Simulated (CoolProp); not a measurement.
Vapour-liquid equilibrium of ethanol (1) + n-nonane (2) at 435 K; x and y are mole fractions of (1).

Model: multi-fluid Helmholtz-energy mixture model, Schroeder 2014 and Lemmon 2006; pair parameters Bell 2016, in CoolProp.

Give the bubble pressure and the first vapour's composition at x = 0.2, 0.35, 0.5. Is there an azeotrope?

x = 0.2: 0.6579 MPa, y = 0.793; x = 0.35: 0.8534 MPa, y = 0.847; x = 0.5: 0.9718 MPa, y = 0.873. No azeotrope shows between x = 0.05 and 0.95.

Pair parameters are fitted to limited data, so mixtures are less certain than the pure fluids. With so large a gap from Raoult's law the liquid may split in two, which this calculation doesn't test in full.
